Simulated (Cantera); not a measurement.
Mixture: H2 : O2 : N2 = 1 : 0.515 : 3.09 (molar parts), equivalence ratio 0.97, at 1.18 atm, adiabatic and at constant pressure. Ignition delay is the time to a rise of 400 K.

Detailed kinetics in Cantera: the H2/O2 subset of GRI-Mech 3.0, which has no nitrogen chemistry. Where the delays flatten at high temperature, the 400 K rule measures the pace of heat release, not the induction time.

Q: What does this change do: constant volume in place of constant pressure?

A: 
```tsv
quantity	before	after
delay at 1150 K	74.1 µs	70.2 µs
delay at 1200 K	55.5 µs	52.0 µs
delay at 1250 K	44.0 µs	40.5 µs
delay at 1300 K	36.3 µs	32.8 µs
delay at 1350 K	31.2 µs	27.4 µs
delay at 1400 K	27.6 µs	23.6 µs
delay at 1450 K	25.2 µs	20.9 µs
```

Q: What does this change do: H2 1 to 0.67 parts?

A: 
```tsv
quantity	before	after
delay at 1150 K	74.1 µs	78.6 µs
delay at 1200 K	55.5 µs	59.8 µs
delay at 1250 K	44.0 µs	48.3 µs
delay at 1300 K	36.3 µs	40.8 µs
delay at 1350 K	31.2 µs	35.8 µs
delay at 1400 K	27.6 µs	32.6 µs
delay at 1450 K	25.2 µs	30.6 µs
```
